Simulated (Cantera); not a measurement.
A freely propagating, adiabatic, planar premixed flame of H2 : O2 : N2 = 1 : 0.505 : 1.9 (molar parts), unburnt at 425 K and 1050 Torr; mixture-averaged transport, grid criteria slope 0.08 and curve 0.16, no radiation.

Computed with Cantera and the H2/O2 subset of GRI-Mech 3.0, which has no nitrogen chemistry. Burning velocities carry a grid error of a few per cent, more on coarse grids.

Problem. What does this change do: inlet temperature 425 to 448 K?

Solution. 
```
quantity                    before     after
------------------------  --------  --------
laminar burning velocity  402 cm/s  441 cm/s
thermal thickness         0.260 mm  0.268 mm
peak x(HO2)               0.000533  0.000515
peak x(H)                   0.0436    0.0451
peak x(O)                   0.0106    0.0109
peak x(H2O2)               7.36e-5   6.40e-5
```

Problem. What does this change do: 0.13 parts H2O added?

Solution. 
```
quantity                    before     after
------------------------  --------  --------
laminar burning velocity  402 cm/s  365 cm/s
thermal thickness         0.260 mm  0.250 mm
peak x(HO2)               0.000533  0.000592
peak x(H)                   0.0436    0.0365
peak x(O)                   0.0106   0.00874
peak x(H2O2)               7.36e-5   7.84e-5
```
